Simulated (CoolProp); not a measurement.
Vapour pressure (MPa) of toluene: the reference equation beside estimates from Tc = 591.7 K, pc = 4.126 MPa, ω = 0.266.

Model: reference Helmholtz-energy equation of state, Lemmon 2006, in CoolProp. It is a short technical equation, of lower accuracy than the large ones.

```tsv
T (K)	reference	Lee-Kesler	van der Waals	Redlich-Kwong	Soave-Redlich-Kwong	Peng-Robinson
397.7	0.1482	0.1473	0.6698	0.2534	0.1473	0.1476
415.6	0.2312	0.2313	0.8413	0.3710	0.2312	0.2303
433.5	0.3460	0.3479	1.039	0.5236	0.3478	0.3451
451.4	0.4998	0.5041	1.265	0.7162	0.5048	0.4994
469.3	0.7002	0.7073	1.519	0.9536	0.7101	0.7013
487.2	?	0.9654	1.804	1.241	0.9723	?
505.1	1.275	1.287	?	1.581	1.300	1.283
523	1.668	1.682	2.470	1.981	1.703	1.683
540.9	2.147	2.162	2.852	2.442	2.191	2.169
```

Question: Some entries are withheld; supply them.

Answer: 
- 487.2, reference: 0.9554
- 487.2, Peng-Robinson: 0.9594
- 505.1, van der Waals: 2.121

Absolute difference from the reference over all 9 rows, mean and median: Lee-Kesler 0.7 and 0.8 %, van der Waals 146.9 and 116.9 %, Redlich-Kwong 38.7 and 36.2 %, Soave-Redlich-Kwong 1.3 and 1.4 %, Peng-Robinson 0.5 and 0.4 %.
